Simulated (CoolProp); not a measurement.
A single-stage vapour-compression cycle with propyne: evaporating at 303.15 K (dew point), condensing at 363.15 K (bubble point), superheat 2 K, subcooling 2 K, compressor efficiency 0.8, no pressure losses. Each further row changes one setting.

Model: reference Helmholtz-energy equation of state, Polt 1992, in CoolProp. This equation is an older, rougher fit; its heat capacities, sound speeds and derivatives of the liquid may be far off and weren't checked against measurements.

```
case                              cooling COP  pressure ratio  discharge temperature (K)  refrigerating effect (kJ/kg)  volumetric capacity (kJ/m³)
--------------------------------  -----------  --------------  -------------------------  ----------------------------  ---------------------------
as stated                                2.93            4.10                      388.8                           300                         3610
evaporating temperature 308.15 K         3.31            3.57                      386.4                             …                         4200
condensing temperature 358.15 K             …            3.71                          …                           317                         3810
subcooling 7 K                           3.09            4.10                      388.8                           317                         3810
superheat 12 K                              …            4.10                      398.9                             …                            …
compressor efficiency 0.7                2.56            4.10                      394.9                           300                         3610
```

Task: Fill in the missing entries.

Result: 
- evaporating temperature 308.15 K, refrigerating effect (kJ/kg): 305
- condensing temperature 358.15 K, cooling COP: 3.33
- condensing temperature 358.15 K, discharge temperature (K): 382.3
- superheat 12 K, cooling COP: 2.95
- superheat 12 K, refrigerating effect (kJ/kg): 319
- superheat 12 K, volumetric capacity (kJ/m³): 3650
